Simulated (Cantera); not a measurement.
An adiabatic, constant-volume homogeneous reactor starts with CO : H2 : O2 : N2 = 1 : 0.34 : 0.744 : 5.29 (molar parts), equivalence ratio 0.90, at 1675 K and 3530 Torr. Integrator tolerance rtol = 1e-08.

Computed with Cantera and GRI-Mech 3.0 (53 species, 325 reactions). The hydrogen kinetics of GRI-Mech 3.0 are dated; newer H2 mechanisms differ, most at raised pressure.

Question: What does this change do: CO 1 to 2.8 parts?

Answer: 
```json
[
 {"quantity": "time of steepest temperature rise", "before": "4.40 µs", "after": "5.27 µs"},
 {"quantity": "temperature at 4.00 s", "before": "2823 K", "after": "2930 K"},
 {"quantity": "equilibrium temperature", "before": "2823 K", "after": "2930 K"},
 {"quantity": "x(CO) at 4.00 s", "before": "0.0418 (gas-phase equilibrium 0.0418)", "after": "0.202 (gas-phase equilibrium 0.202)"},
 {"quantity": "x(H2) at 4.00 s", "before": "0.00243 (gas-phase equilibrium 0.00243)", "after": "0.00637 (gas-phase equilibrium 0.00637)"},
 {"quantity": "x(O2) at 4.00 s", "before": "0.0233 (gas-phase equilibrium 0.0233)", "after": "0.00339 (gas-phase equilibrium 0.00339)"},
 {"quantity": "x(NO) at 4.00 s", "before": "0.0125 (gas-phase equilibrium 0.0125)", "after": "0.00494 (gas-phase equilibrium 0.00494)"},
 {"quantity": "x(HO2) at 4.00 s", "before": "6.19e-6 (gas-phase equilibrium 6.19e-6)", "after": "1.51e-6 (gas-phase equilibrium 1.51e-6)"}
]
```

Question: What does this change do: O2 0.744 to 1.2 parts?

Answer: 
| quantity | before | after |
|---|---|---|
| time of steepest temperature rise | 4.40 µs | 3.65 µs |
| temperature at 4.00 s | 2823 K | 2820 K |
| equilibrium temperature | 2823 K | 2820 K |
| x(CO) at 4.00 s | 0.0418 (gas-phase equilibrium 0.0418) | 0.0256 (gas-phase equilibrium 0.0256) |
| x(H2) at 4.00 s | 0.00243 (gas-phase equilibrium 0.00243) | 0.00130 (gas-phase equilibrium 0.00130) |
| x(O2) at 4.00 s | 0.0233 (gas-phase equilibrium 0.0233) | 0.0704 (gas-phase equilibrium 0.0704) |
| x(NO) at 4.00 s | 0.0125 (gas-phase equilibrium 0.0125) | 0.0209 (gas-phase equilibrium 0.0209) |
| x(HO2) at 4.00 s | 6.19e-6 (gas-phase equilibrium 6.19e-6) | 1.37e-5 (gas-phase equilibrium 1.37e-5) |
